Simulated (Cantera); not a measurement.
Low-pressure radical oxidation in H2/O2

An isothermal, constant-pressure homogeneous reactor starts with H2 : O2 = 0.022 : 1 (molar parts), equivalence ratio 0.011, at 900 K and 22.5 Torr.

Computed with Cantera and GRI-Mech 3.0 (53 species, 325 reactions). Radical loss at walls, strong at low pressure, is not modelled. Below about 950 K walls govern HO2 and H2O2 in real vessels.

```json
[
 {"t (s)": "2.00e-5", "x H2": "0.0215", "x O2": "0.978", "x H2O": "<1e-12", "x O": "<1e-12", "x OH": "<1e-12", "x H": "<1e-12"},
 {"t (s)": "5.11e-5", "x H2": "0.0215", "x O2": "0.978", "x H2O": "<1e-12", "x O": "<1e-12", "x OH": "<1e-12", "x H": "<1e-12"},
 {"t (s)": "0.000130", "x H2": "0.0215", "x O2": "0.978", "x H2O": "<1e-12", "x O": "1.08e-12", "x OH": "<1e-12", "x H": "2.00e-12"},
 {"t (s)": "0.000333", "x H2": "0.0215", "x O2": "0.978", "x H2O": "3.61e-12", "x O": "5.71e-12", "x OH": "3.40e-12", "x H": "4.62e-12"},
 {"t (s)": "0.000850", "x H2": "0.0215", "x O2": "0.978", "x H2O": "4.00e-11", "x O": "3.70e-11", "x OH": "1.66e-11", "x H": "1.73e-11"},
 {"t (s)": "0.00217", "x H2": "0.0215", "x O2": "0.978", "x H2O": "1.09e-9", "x O": "7.51e-10", "x OH": "3.02e-10", "x H": "2.92e-10"},
 {"t (s)": "0.00554", "x H2": "0.0215", "x O2": "0.978", "x H2O": "1.29e-6", "x O": "8.50e-7", "x OH": "3.40e-7", "x H": "3.27e-7"},
 {"t (s)": "0.0141", "x H2": "0.00304", "x O2": "0.975", "x H2O": "0.0177", "x O": "0.00246", "x OH": "0.000707", "x H": "0.00112"},
 {"t (s)": "0.0361", "x H2": "0.000306", "x O2": "0.978", "x H2O": "0.0214", "x O": "0.000300", "x OH": "9.51e-5", "x H": "1.81e-5"},
 {"t (s)": "0.0922", "x H2": "8.10e-5", "x O2": "0.978", "x H2O": "0.0217", "x O": "6.52e-5", "x OH": "3.20e-5", "x H": "1.34e-6"},
 {"t (s)": "0.235", "x H2": "2.34e-5", "x O2": "0.978", "x H2O": "0.0217", "x O": "1.56e-5", "x OH": "1.42e-5", "x H": "1.43e-7"},
 {"t (s)": "0.601", "x H2": "5.92e-6", "x O2": "0.978", "x H2O": "0.0218", "x O": "3.59e-6", "x OH": "6.84e-6", "x H": "1.60e-8"},
 {"t (s)": "1.53", "x H2": "1.15e-6", "x O2": "0.978", "x H2O": "0.0218", "x O": "7.78e-7", "x OH": "3.33e-6", "x H": "1.67e-9"},
 {"t (s)": "3.92", "x H2": "1.59e-7", "x O2": "0.978", "x H2O": "0.0218", "x O": "1.70e-7", "x OH": "1.61e-6", "x H": "1.70e-10"},
 {"t (s)": "10.0", "x H2": "1.42e-8", "x O2": "0.978", "x H2O": "0.0218", "x O": "4.17e-8", "x OH": "8.06e-7", "x H": "2.00e-11"}
]
```
x: mole fraction; the columns are a selection and need not sum to one.

Equilibrium at this temperature and pressure: H2 <1e-12, O2 0.978, H2O 0.0218, O 3.09e-11, OH 2.17e-8, H <1e-12 (gas phase only).
